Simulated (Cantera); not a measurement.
Feed: 1 mol SiCl4, 0.15 mol Cl2, 4.8 mol N2, equilibrated at 873.15 K and 0.00180 bar.

Method: chemical equilibrium by Gibbs-energy minimisation in Cantera with the NASA 1993 tables (ideal gas, pure condensed phases). Candidate condensed phases: Si, Si3N4; 13 gas species. Rates play no part.

Base state: N2 0.807, SiCl4 0.168, Cl2 0.0251, Cl 0.000166 (mole fractions); condensed: gas only.

Task: What changes in the equilibrium state with this change: SiCl4 replaced by SiH2Cl2?

Result: 
| species | before | after |
|---|---|---|
| N2 | 0.807 | 0.695 |
| HCl | 0 | 0.204 |
| H2 | 0 | 0.0593 |
| SiCl4 | 0.168 | 0.0417 |
| Cl2 | 0.0251 | <1e-9 |
| Cl | 0.000166 | <1e-9 |
| SiHCl3 | 0 | 2.60e-5 |
| Si3N4(s), mol | 0 | 0.247 |
N2 is the only nitrogen source here; it is nearly inert below about 1500 K, so the nitride shown seldom forms there in practice. Further candidate phases: NH4Cl.

Task: What changes in the equilibrium state with this change: temperature from 873.15 K to 1350 K?

Result: 
```csv
species,before,after
N2,0.807,0.792
SiCl4,0.168,0.165
Cl,0.000166,0.0365
Cl2,0.0251,0.00659
SiCl3,<1e-9,0.000137
```
The tables' values for SiCl3 are old estimates; treat these amounts as uncertain.
